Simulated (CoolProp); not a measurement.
A simple Rankine cycle with chlorine: condensing at 316.15 K, boiler at 6.66 MPa, turbine inlet 409.4 K, turbine efficiency 0.85, pump efficiency 0.6, no recuperator. Each further row changes one setting.

The numbers come from the reference Helmholtz-energy equation of state, Thol 2021 in CoolProp.

```tsv
case	thermal efficiency (%)	net work (kJ/kg)	heat in (kJ/kg)	turbine exit temperature (K)	volume ratio over the turbine
as stated	13.8	28.6	208	316.1	5.36
turbine inlet 429.4 K	14.8	35.6	241	316.1	4.56
condensing temperature 308.15 K	15.0	32.4	216	308.2	6.44
boiler pressure 4.66 MPa	12.6	31.6	251	316.1	3.18
turbine efficiency 0.75	11.8	24.5	208	316.1	5.48
```

The expansion ends wet for: as stated; turbine inlet 429.4 K; condensing temperature 308.15 K; boiler pressure 4.66 MPa; turbine efficiency 0.75.
